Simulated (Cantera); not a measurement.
A closed system holds: 1 mol SiO2, 0.99 mol H2, at 1.00 bar.

Method: chemical equilibrium by Gibbs-energy minimisation in Cantera with the NASA 1993 tables (ideal gas, pure condensed phases). Candidate condensed phases: H2O, Si, SiO2; 18 gas species. The tables hold silica as quartz up to 1696 K and as liquid above; real silica turns to tridymite and cristobalite and melts near 1996 K. Equilibrium is a limit: real reactors are often held back by kinetics, nucleation or transport.

Problem. Which condensed phases are stable at each of these points (T (K)): 1075, 1150, 1225, 1300, 1375, 1450, 1525, 1600, 1675, 1750, 1825, 1900?

Solution. 
| T (K) | condensed phases | Si condensed (%) |
|---|---|---|
| 1075 | SiO2(β-quartz) | 100.0 |
| 1150 | SiO2(β-quartz) | 100.0 |
| 1225 | SiO2(β-quartz) | 100.0 |
| 1300 | SiO2(β-quartz) | 100.0 |
| 1375 | SiO2(β-quartz) | 100.0 |
| 1450 | SiO2(β-quartz) | 100.0 |
| 1525 | SiO2(β-quartz) | 100.0 |
| 1600 | SiO2(β-quartz) | 100.0 |
| 1675 | SiO2(β-quartz) | 100.0 |
| 1750 | SiO2(condensed) | 99.9 |
| 1825 | SiO2(condensed) | 99.8 |
| 1900 | SiO2(condensed) | 99.6 |

From 1075 K to 1675 K the condensed part is SiO2(β-quartz). From 1750 K to 1900 K the condensed part is SiO2(condensed).
